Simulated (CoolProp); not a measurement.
Vapour-liquid equilibrium of ethanol (1) + hexamethyldisiloxane (MM) (2) at 84.35 °C; x and y are mole fractions of (1).

The numbers come from the multi-fluid Helmholtz-energy mixture model, Schroeder 2014 and Thol 2016; pair parameters Bell 2016 in CoolProp.

| x | bubble pressure, mixture model (kPa) | bubble pressure, Raoult's law (kPa) | y, mixture model | y, Raoult's law |
|---|---|---|---|---|
| 0.05 | 82.86 | 65.06 | 0.278 | 0.098 |
| 0.125 | 104.1 | 69.98 | (withheld) | 0.228 |
| 0.2 | 117.2 | 74.91 | 0.535 | 0.340 |
| 0.275 | (withheld) | 79.84 | (withheld) | 0.439 |
| 0.35 | 130.4 | 84.76 | 0.613 | 0.526 |
| 0.425 | 133.7 | 89.69 | 0.636 | 0.604 |
| 0.5 | 136.0 | 94.61 | 0.656 | 0.674 |
| 0.575 | 137.6 | 99.54 | 0.676 | 0.736 |
| 0.65 | 138.8 | 104.5 | 0.699 | 0.793 |
| 0.725 | (withheld) | 109.4 | 0.729 | 0.845 |
| 0.8 | 138.8 | 114.3 | 0.771 | 0.892 |
| 0.875 | (withheld) | 119.2 | 0.832 | 0.935 |
| 0.95 | 132.1 | 124.2 | 0.920 | 0.975 |

### Question
Complete the blanks.

### Answer

- 0.125, y, mixture model: 0.453
- 0.275, bubble pressure, mixture model (kPa): 125.3
- 0.275, y, mixture model: 0.582
- 0.725, bubble pressure, mixture model (kPa): 139.3
- 0.875, bubble pressure, mixture model (kPa): 136.7

The largest gap from Raoult's law is +56.9 % in bubble pressure, at x = 0.275. y crosses x between x = 0.725 and 0.8: the model has an azeotrope there.

Pair parameters are fitted to limited data, so mixtures are less certain than the pure fluids. With so large a gap from Raoult's law the liquid may split in two, which this calculation doesn't test in full.
